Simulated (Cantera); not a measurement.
Adiabatic ignition

An adiabatic, constant-volume homogeneous reactor starts with 5.52 % CH₄, 0.342 % C₂H₆, 6.45 % O₂, 70.6 % N₂, 17.1 % H₂O, at 1723 K and 4.93 atm.

Computed with Cantera and GRI-Mech 3.0 (53 species, 325 reactions).

```tsv
t (s)	T (K)	P (bar)	x CH₄	x C₂H₆	x O₂	x C₂H	x OH
1.00e-6	1722	5.00	0.0551	0.00328	0.0645	<1e-12	3.04e-6
4.29e-6	1719	4.99	0.0549	0.00292	0.0644	2.99e-12	1.19e-5
1.84e-5	1723	5.01	0.0522	0.00231	0.0629	4.45e-10	2.02e-5
7.88e-5	1924	5.75	0.0192	0.000455	0.0350	6.77e-7	0.000242
0.000338	2320	7.14	6.93e-6	1.24e-11	6.14e-6	5.24e-9	0.000502
0.00145	2319	7.14	2.34e-11	<1e-12	6.44e-6	<1e-12	0.000513
0.00621	2319	7.14	2.34e-11	<1e-12	6.44e-6	<1e-12	0.000513
0.0266	2319	7.14	2.34e-11	<1e-12	6.44e-6	<1e-12	0.000513
0.114	2319	7.14	2.34e-11	<1e-12	6.44e-6	<1e-12	0.000513
0.490	2319	7.14	2.34e-11	<1e-12	6.44e-6	<1e-12	0.000513
2.10	2319	7.14	2.34e-11	<1e-12	6.44e-6	<1e-12	0.000513
9.00	2319	7.14	2.34e-11	<1e-12	6.44e-6	<1e-12	0.000513
```
x: mole fraction; the columns are a selection and need not sum to one.

- time of steepest temperature rise: 87.8 µs
- temperature at 9.00 s: 2319 K
- equilibrium temperature: 2319 K
- x(CH₄) at 9.00 s: 2.34e-11 (gas-phase equilibrium 2.67e-11)
- x(C₂H₆) at 9.00 s: <1e-12 (gas-phase equilibrium <1e-12)
- x(O₂) at 9.00 s: 6.44e-6 (gas-phase equilibrium 6.44e-6)
